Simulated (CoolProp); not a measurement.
Aqueous ethanol as a coolant, 51 % by mass, freezing at -38.3 °C, 1 atm.

Model: Melinder's fits for secondary coolants, in CoolProp.

```csv
T (°C),viscosity (mPa s),cp (kJ/(kg K)),conductivity (W/(m K)),density (kg/m³)
-34.7,55.9,3.120,0.300,954.5
-26.5,30.2,3.250,0.302,948.1
-18.3,17.5,3.372,0.304,941.6
-10,10.8,3.485,0.306,935.1
-1.8,…,…,0.308,928.6
6.4,4.86,3.678,…,…
14.6,…,3.757,0.312,915.6
22.9,2.57,3.825,0.314,909.0
31.1,1.95,3.879,0.315,902.4
```

Problem. What belongs in the gaps?

Solution. 
- -1.8, viscosity (mPa s): 7.07
- -1.8, cp (kJ/(kg K)): 3.587
- 6.4, conductivity (W/(m K)): 0.310
- 6.4, density (kg/m³): 922.2
- 14.6, viscosity (mPa s): 3.48
